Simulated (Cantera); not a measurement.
An isothermal, constant-pressure homogeneous reactor starts with CH4 : N2 = 1 : 5.7 (molar parts), at 1600 K and 101000 Pa. Integrator tolerance rtol = 1e-08.

Model: GRI-Mech 3.0 (53 species, 325 reactions), integrated in Cantera. GRI-Mech 3.0 stops at C3 and has no aromatics, soot or wall deposition, so with more carbon than oxygen in the feed, carbon stays in small species such as C2H2 where larger ones or solid carbon would form.

```csv
quantity,before,after
x(CH4) at 3.00 s,0.00639 (gas-phase equilibrium 0.00415),0.0226 (gas-phase equilibrium 4.83e-5)
x(CH3) at 3.00 s,1.64e-5 (gas-phase equilibrium 1.05e-5),0.000313 (gas-phase equilibrium 1.16e-6)
x(C2H2) at 3.00 s,0.0610 (gas-phase equilibrium 0.0261),0.0548 (gas-phase equilibrium 0.0275)
x(H) at 3.00 s,2.34e-5 (gas-phase equilibrium 2.36e-5),0.000114 (gas-phase equilibrium 0.000230)
x(C2H4) at 3.00 s,0.00126 (gas-phase equilibrium 0.000552),0.000170 (gas-phase equilibrium 6.51e-6)
x(C2H6) at 3.00 s,1.05e-6 (gas-phase equilibrium 4.47e-7),3.30e-6 (gas-phase equilibrium 5.89e-11)
x(H2) at 3.00 s,0.185 (gas-phase equilibrium 0.189),0.165 (gas-phase equilibrium 0.195)
```

**Question.** Name the change that produced these shifts.
(A) CH4 1 to 7.2 parts
(B) CH4 1 to 2 parts
(C) pressure from 101000 Pa to 1100 Pa
(D) pressure from 101000 Pa to 510 Pa

**Answer.** C, pressure from 101000 Pa to 1100 Pa
